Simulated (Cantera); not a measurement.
# Ignition delay

Mixture: CH4 : H2 : O2 : N2 = 1 : 1.3 : 2.41 : 14.2 (molar parts), equivalence ratio 1.1, at 1300000 Pa, adiabatic and at constant volume. Ignition delay is the time to a rise of 400 K.

Computed with Cantera and GRI-Mech 3.0 (53 species, 325 reactions). The pressure lies above the range GRI-Mech 3.0 was tuned for (to about 10 atm).

```json
[
 {"T0 (K)": "1100", "delay (ms)": "1.33"},
 {"T0 (K)": "1175", "delay (ms)": "0.324"},
 {"T0 (K)": "1250", "delay (ms)": "0.112"},
 {"T0 (K)": "1325", "delay (ms)": "0.0542"},
 {"T0 (K)": "1400", "delay (ms)": "0.0312"}
]
```

apparent activation energy between 1250 and 1400 K: 120 kJ/mol
